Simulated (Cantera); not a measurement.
A perfectly stirred reactor is fed with 8.33 % CH₄, 91.7 % H₂, at 2670 Pa; it is held at 1650 K, and followed from long to short residence time.

Model: GRI-Mech 3.0 (53 species, 325 reactions), integrated in Cantera. GRI-Mech 3.0 stops at C3 and has no aromatics, soot or wall deposition, so with more carbon than oxygen in the feed, carbon stays in small species such as C2H2 where larger ones or solid carbon would form. Radical loss at walls, strong at low pressure, is not modelled.

Problem. Predict: x(CH₄) at τ = 11.0 s; x(H₂) at τ = 11.0 s; x(CH₃) at τ = 11.0 s; x(H) at τ = 11.0 s; x(C₂H) at τ = 11.0 s; x(CH₄) at τ = 0.200 s; x(H₂) at τ = 0.200 s; x(CH₃) at τ = 0.200 s; x(H) at τ = 0.200 s; x(C₂H) at τ = 0.200 s.

Solution. 
```json
{
 "x(CH₄) at τ = 11.0 s": "0.0156",
 "x(H₂) at τ = 11.0 s": "0.953",
 "x(CH₃) at τ = 11.0 s": "0.000165",
 "x(H) at τ = 11.0 s": "0.000498",
 "x(C₂H) at τ = 11.0 s": "7.10e-8",
 "x(CH₄) at τ = 0.200 s": "0.0681",
 "x(H₂) at τ = 0.200 s": "0.924",
 "x(CH₃) at τ = 0.200 s": "0.000567",
 "x(H) at τ = 0.200 s": "0.000380",
 "x(C₂H) at τ = 0.200 s": "1.16e-8"
}
```
